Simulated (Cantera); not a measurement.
# Si + NF3 (silicon etching in halogen gases)

A closed system holds: 1 mol Si, 5.3 mol NF3, at 2200 Pa.

These are equilibrium values from Cantera (NASA tables, ideal gas, pure condensed phases), not measurements of a reactor. Candidate condensed phases: Si, Si3N4; 16 gas species. The numbers say what is thermodynamically allowed, not how fast it happens.

From 648 K to 1248 K nothing is condensed. The main Si-bearing gas is SiF4 throughout.

| T (K) | x F | x NF3 | x F2 | x N2 | x SiF4 | x NF2 |
|---|---|---|---|---|---|---|
| 648 | 0.00102 | 0.585 | 0.104 | 0.145 | 0.165 | 2.57e-8 |
| 698 | 0.00465 | 0.418 | 0.248 | 0.182 | 0.147 | 1.08e-7 |
| 748 | 0.0153 | 0.220 | 0.413 | 0.225 | 0.126 | 2.95e-7 |
| 798 | 0.0389 | 0.0862 | 0.512 | 0.251 | 0.111 | 5.46e-7 |
| 848 | 0.0818 | 0.0287 | 0.528 | 0.258 | 0.103 | 7.74e-7 |
| 898 | 0.151 | 0.00908 | 0.490 | 0.253 | 0.0973 | 9.32e-7 |
| 948 | 0.248 | 0.00278 | 0.416 | 0.241 | 0.0915 | 9.86e-7 |
| 998 | 0.368 | 0.000800 | 0.321 | 0.225 | 0.0851 | 9.16e-7 |
| 1048 | 0.491 | 0.000211 | 0.222 | 0.208 | 0.0786 | 7.43e-7 |
| 1098 | 0.595 | 5.07e-5 | 0.138 | 0.194 | 0.0732 | 5.33e-7 |
| 1148 | 0.668 | 1.16e-5 | 0.0787 | 0.184 | 0.0694 | 3.50e-7 |
| 1198 | 0.712 | 2.66e-6 | 0.0433 | 0.178 | 0.0671 | 2.21e-7 |
| 1248 | 0.736 | 6.42e-7 | 0.0238 | 0.174 | 0.0658 | 1.38e-7 |
x: gas mole fraction; nothing condenses.
